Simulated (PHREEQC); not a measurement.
Buffer: an equilibrium model

Solution (25 °C): 0.03 mol/kgw NaHSO4, 0.005 mol/kgw Na2SO4 and 0.0019 mol/kgw LiCl. Closed to the air; pH follows from the charge balance.

Model: ion-association model, phreeqc.dat, run in PHREEQC.

Each row changes one thing in this solution. Precipitation was switched off in this run.

| case | pH | ionic strength (mol/kgw) | Na+ (mol/kgw) | SO4-2 (mol/kgw) | HSO4- (mol/kgw) | NaSO4- (mol/kgw) |
|---|---|---|---|---|---|---|
| as made | 1.86 | 0.0766 | 0.0384 | 0.0198 | 0.0135 | 0.00155 |
| NaHSO4 from 0.03 to 0.003 mol/kgw | 2.72 | 0.0237 | 0.0127 | 0.00689 | 0.000833 | 0.000246 |
| LiCl left out | 1.86 | 0.0747 | 0.0384 | 0.0198 | 0.0136 | [?] |
| 0.014 mol/kgw NH3 added | 2.17 | 0.0846 | 0.0382 | 0.0238 | [?] | 0.00179 |
| Na2SO4 from 0.005 to 0.0075 mol/kgw | [?] | 0.0826 | 0.0432 | 0.0216 | 0.0140 | 0.00184 |
| LiCl from 0.0019 to 0.019 mol/kgw | 1.85 | 0.0937 | 0.0386 | 0.0198 | 0.0131 | 0.00145 |
| 0.0019 mol/kgw Al2(SO4)3 added | 1.87 | 0.0827 | 0.0384 | 0.0211 | 0.0138 | 0.00160 |
| Na2SO4 from 0.005 to 0.0025 mol/kgw | 1.85 | 0.0707 | 0.0337 | 0.0181 | 0.0130 | 0.00127 |

Task: Some entries are withheld; supply them.

Result: 
- LiCl left out, NaSO4- (mol/kgw): 0.00156
- 0.014 mol/kgw NH3 added, HSO4- (mol/kgw): 0.00784
- Na2SO4 from 0.005 to 0.0075 mol/kgw, pH: 1.88
